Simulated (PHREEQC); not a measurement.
# Spent oxide etchant

Solution (25 °C): 0.012 mol/kgw HF, 0.01 mol/kgw (NH4)2SiF6, 0.00075 mol/kgw H3BO3 and 0.029 mol/kgw H2SO4. Closed to the air; pH follows from the charge balance.

Equilibrium calculation in PHREEQC: ion-association model, phreeqc.dat.

Precipitation was switched off in this run.

Problem. What pH, density does the model give?

Solution. pH 1.46; density 1.000 g/cm³.

Problem. In which forms is B present?

Solution. BF4- 88 %, H3BO3 7.8 %, BF3OH- 3.4 % of the B.

Complexes and solids missing from the database can't appear. SiF6-2 is the database's only silicon fluoride. Real BF4- forms and hydrolyses slowly; the run takes it at equilibrium.
